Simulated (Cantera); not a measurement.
# Adiabatic ignition

An adiabatic, constant-volume homogeneous reactor starts with 1.55 % CH₄, 0.294 % C₂H₆, 1.13 % C₃H₈, 20.4 % O₂, 76.6 % N₂, at 1325 K and 0.330 bar.

Cantera simulation using GRI-Mech 3.0 (53 species, 325 reactions); the numbers are that mechanism's predictions, not measurements. GRI-Mech 3.0 was tuned for natural gas; its chemistry of propane as a main component is partial and can be far from experiment.

| t (s) | T (K) | P (bar) | x CH₄ | x C₂H₆ | x C₃H₈ | x HO₂ | x CO₂ | x NO | x OH |
|---|---|---|---|---|---|---|---|---|---|
| 2.00e-6 | 1325 | 0.330 | 0.0155 | 0.00294 | 0.0113 | 1.74e-7 | <1e-12 | <1e-12 | 1.41e-8 |
| 4.31e-6 | 1325 | 0.330 | 0.0155 | 0.00294 | 0.0113 | 6.98e-7 | 5.48e-12 | <1e-12 | 8.18e-8 |
| 9.28e-6 | 1325 | 0.330 | 0.0155 | 0.00294 | 0.0113 | 2.50e-6 | 1.20e-10 | <1e-12 | 2.83e-7 |
| 2.00e-5 | 1325 | 0.330 | 0.0155 | 0.00294 | 0.0113 | 7.52e-6 | 1.53e-9 | <1e-12 | 5.28e-7 |
| 4.31e-5 | 1324 | 0.330 | 0.0155 | 0.00293 | 0.0112 | 1.85e-5 | 1.39e-8 | <1e-12 | 8.95e-7 |
| 9.28e-5 | 1324 | 0.330 | 0.0155 | 0.00292 | 0.0112 | 3.51e-5 | 1.53e-7 | <1e-12 | 2.27e-6 |
| 0.000200 | 1324 | 0.330 | 0.0154 | 0.00289 | 0.0108 | 3.96e-5 | 1.94e-6 | <1e-12 | 5.32e-6 |
| 0.000431 | 1327 | 0.331 | 0.0152 | 0.00286 | 0.00967 | 5.07e-5 | 1.49e-5 | 1.12e-12 | 9.97e-6 |
| 0.000928 | 1689 | 0.435 | 0.00619 | 0.000130 | 9.69e-5 | 0.000497 | 0.00189 | 1.84e-8 | 0.00137 |
| 0.00200 | 2423 | 0.618 | <1e-12 | <1e-12 | <1e-12 | 4.87e-6 | 0.0466 | 0.000452 | 0.0116 |
| 0.00431 | 2461 | 0.627 | <1e-12 | <1e-12 | <1e-12 | 5.81e-6 | 0.0483 | 0.00164 | 0.0105 |
| 0.00928 | 2457 | 0.626 | <1e-12 | <1e-12 | <1e-12 | 5.71e-6 | 0.0484 | 0.00390 | 0.0103 |
| 0.0200 | 2451 | 0.624 | <1e-12 | <1e-12 | <1e-12 | 5.55e-6 | 0.0485 | 0.00755 | 0.0101 |
| 0.0431 | 2444 | 0.622 | <1e-12 | <1e-12 | <1e-12 | 5.37e-6 | 0.0487 | 0.0115 | 0.00984 |
| 0.0928 | 2440 | 0.621 | <1e-12 | <1e-12 | <1e-12 | 5.29e-6 | 0.0487 | 0.0134 | 0.00972 |
| 0.200 | 2440 | 0.621 | <1e-12 | <1e-12 | <1e-12 | 5.28e-6 | 0.0488 | 0.0136 | 0.00970 |
x: mole fraction; the columns are a selection and need not sum to one.

```json
{
 "time_of_steepest_temperature_rise": "0.940 ms",
 "temperature at 0.200 s": "2440 K",
 "equilibrium_temperature": "2440 K",
 "x(CH₄) at 0.200 s": "<1e-12 (gas-phase equilibrium <1e-12)",
 "x(C₂H₆) at 0.200 s": "<1e-12 (gas-phase equilibrium <1e-12)",
 "x(C₃H₈) at 0.200 s": "<1e-12 (gas-phase equilibrium <1e-12)"
}
```
